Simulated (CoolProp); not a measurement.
R134a at 293.15 K and 0.338 MPa is throttled through a valve to 0.185 MPa with no heat exchange. Each further row changes one setting.

Computed with CoolProp (reference Helmholtz-energy equation of state, Tillner-Roth 1994).

| case | temperature change (K) | final density (kg/m³) |
|---|---|---|
| as stated | ? | ? |
| outlet pressure 0.0555 MPa | ? | ? |
| outlet pressure 0.24 MPa | ? | ? |

Q: Some entries are withheld; supply them.

A: 
- as stated, temperature change (K): -3.8
- as stated, final density (kg/m³): 8.19
- outlet pressure 0.0555 MPa, temperature change (K): -6.9
- outlet pressure 0.0555 MPa, final density (kg/m³): 2.41
- outlet pressure 0.24 MPa, temperature change (K): -2.4
- outlet pressure 0.24 MPa, final density (kg/m³): 10.7
